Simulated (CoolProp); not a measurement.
200 sccm (0 °C, 1 atm) of nitrogen bubbles through liquid toluene at 306.5 K and leaves saturated at a total pressure of 0.092 MPa (ideal gas phase). Each further row changes one setting.

Computed with CoolProp (reference Helmholtz-energy equation of state, Lemmon 2006). It is a short technical equation, of lower accuracy than the large ones.

```
case                      vapour pressure (kPa)  mole fraction of vapour  delivery (mg/min)  delivery (sccm)  change of delivery for a bath 1 K warmer (%)
------------------------  ---------------------  -----------------------  -----------------  ---------------  --------------------------------------------
as stated                                  5.77                   0.0627               55.0       (withheld)                                    (withheld)
bath temperature 311.5 K                   7.31               (withheld)         (withheld)       (withheld)                                           5.2
total pressure 0.184 MPa                   5.77                   0.0313               26.6       (withheld)                                    (withheld)
```

Task: What belongs in the gaps?

Result: 
- as stated, delivery (sccm): 13.4
- as stated, change of delivery for a bath 1 K warmer (%): 5.3
- bath temperature 311.5 K, mole fraction of vapour: 0.0795
- bath temperature 311.5 K, delivery (mg/min): 71.0
- bath temperature 311.5 K, delivery (sccm): 17.3
- total pressure 0.184 MPa, delivery (sccm): 6.47
- total pressure 0.184 MPa, change of delivery for a bath 1 K warmer (%): 5.1
